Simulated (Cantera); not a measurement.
Feed: 1 mol Si, 1.2 mol CO2, 530 mol H2, at 950 °C and 0.0133 bar.

These are equilibrium values from Cantera (NASA tables, ideal gas, pure condensed phases), not measurements of a reactor. Candidate condensed phases: C, C6H6, C7H8, C8H18, H2O, Si, SiC, SiO2; 123 gas species. Mutual solubility and eutectic melting of coexisting phases are not modelled. The tables hold silica as quartz up to 1696 K and as liquid above; real silica turns to tridymite and cristobalite and melts near 1996 K. The numbers say what is thermodynamically allowed, not how fast it happens.

Base state: H2 0.998, CO 0.00171, CH4 6.79e-5 (mole fractions); condensed: SiC(s) + SiO2(β-quartz).

What changes in the equilibrium state with this change: CO2 from 1.2 to 1.9 mol?


```
species               before     after
-------------------  -------  --------
H2                     0.998     0.996
CO                   0.00171   0.00344
CH4                  6.79e-5  0.000108
SiC(s), mol            0.254    0.0137
SiO2(β-quartz), mol    0.743     0.984
```
